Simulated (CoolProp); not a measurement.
Properties of n-nonane along the isotherm 251.25 °C.

Computed with CoolProp (reference Helmholtz-energy equation of state, Lemmon 2006). It is a short technical equation, of lower accuracy than the large ones.

```tsv
p (kPa)	phase	viscosity (µPa s)	conductivity (mW/(m K))	fugacity coefficient
878	liquid	97.0	79.6	0.7430
1760	liquid	101	81.1	0.3904
2630	liquid	104	82.5	0.2748
3510	liquid	107	83.7	0.2165
4390	liquid	110	84.9	0.1820
5270	liquid	112	86.0	0.1593
6140	liquid	115	87.1	0.1436
7020	liquid	117	88.1	0.1319
7900	liquid	120	89.0	0.1230
8780	liquid	122	89.9	0.1162
9650	liquid	124	90.8	0.1108
10500	liquid	126	91.6	0.1066
11400	liquid	129	92.5	0.1031
```

Viscosity comes from a separate model (Huber 2004). Thermal conductivity comes from a separate model (Huber 2005).
